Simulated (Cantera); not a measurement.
Source: NASA polynomial tables (part measured, part estimated), evaluated in Cantera. Values are per mole of reaction as written; species without (g) are pure solids or liquids, kept so even where they would boil at 1 bar.

### Question
Between 300 and 2000 K, where is each reaction favourable under standard conditions?
- H₂O₂(g) + 4 VO₂(g) = H₂(g) + 2 V₂O₅
- 2 V + 10 OH(g) = 5 H₂O(g) + V₂O₅

### Answer
- H₂O₂(g) + 4 VO₂(g) = H₂(g) + 2 V₂O₅: ΔG° is -1763 kJ at 300 K and -587 kJ at 2000 K; it stays negative (K > 1). ΔH° is -1715 kJ and ΔS° -564 J/K at 2000 K.
- 2 V + 10 OH(g) = 5 H₂O(g) + V₂O₅: ΔG° is -2907 kJ at 300 K and -1577 kJ at 2000 K; it stays negative (K > 1). ΔH° is -3062 kJ and ΔS° -742 J/K at 2000 K.
